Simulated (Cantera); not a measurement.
**Adiabatic ignition**

An adiabatic, constant-pressure homogeneous reactor starts with 21.9 % H₂, 16.4 % O₂, 61.7 % N₂, equivalence ratio 0.67, at 1275 K and 660 Torr.

Model: the H2/O2 subset of GRI-Mech 3.0, which has no nitrogen chemistry, integrated in Cantera.

```tsv
t (s)	T (K)	x H₂	x O₂	x HO₂	x O	x H
2.00e-6	1275	0.219	0.164	1.73e-8	3.13e-9	2.04e-8
5.97e-6	1275	0.219	0.164	6.41e-8	3.36e-8	1.82e-7
1.78e-5	1275	0.219	0.164	3.98e-6	7.43e-6	3.94e-5
5.32e-5	1934	0.0296	0.0640	1.97e-5	0.0260	0.0454
0.000159	2439	0.0167	0.0578	7.93e-6	0.0114	0.0110
0.000475	2598	0.00961	0.0570	9.83e-6	0.00611	0.00415
0.00142	2601	0.00943	0.0570	9.94e-6	0.00599	0.00402
0.00423	2601	0.00943	0.0570	9.94e-6	0.00599	0.00402
0.0126	2601	0.00943	0.0570	9.94e-6	0.00599	0.00402
0.0377	2601	0.00943	0.0570	9.94e-6	0.00599	0.00402
0.113	2601	0.00943	0.0570	9.94e-6	0.00599	0.00402
0.336	2601	0.00943	0.0570	9.94e-6	0.00599	0.00402
1.00	2601	0.00943	0.0570	9.94e-6	0.00599	0.00402
3.00	2601	0.00943	0.0570	9.94e-6	0.00599	0.00402
```
x: mole fraction; the columns are a selection and need not sum to one.

```yaml
time_of_steepest_temperature_rise: 35.9 µs
temperature at 3.00 s: 2601 K
equilibrium_temperature: 2601 K
x(H₂) at 3.00 s: 0.00943 (gas-phase equilibrium 0.00943)
x(O₂) at 3.00 s: 0.0570 (gas-phase equilibrium 0.0570)
x(HO₂) at 3.00 s: 9.94e-6 (gas-phase equilibrium 9.94e-6)
```
